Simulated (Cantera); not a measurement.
An adiabatic, constant-volume homogeneous reactor starts with 25.0 % H2, 14.2 % O2, 53.4 % N2, 7.49 % H2O, equivalence ratio 0.88, at 975 K and 1.01 bar.

Cantera simulation using GRI-Mech 3.0 (53 species, 325 reactions); the numbers are that mechanism's predictions, not measurements.

Question: Predict: time of steepest temperature rise; temperature at 1.00 s; equilibrium temperature; x(H2) at 1.00 s; x(O2) at 1.00 s; x(H2O) at 1.00 s; x(NO) at 1.00 s; x(N2O) at 1.00 s.

Answer: time of steepest temperature rise: 22.8 ms
temperature at 1.00 s: 2720 K
equilibrium temperature: 2720 K
x(H2) at 1.00 s: 0.0229 (gas-phase equilibrium 0.0229)
x(O2) at 1.00 s: 0.0202 (gas-phase equilibrium 0.0202)
x(H2O) at 1.00 s: 0.325 (gas-phase equilibrium 0.325)
x(NO) at 1.00 s: 0.00884 (gas-phase equilibrium 0.00884)
x(N2O) at 1.00 s: 6.81e-7 (gas-phase equilibrium 6.81e-7)
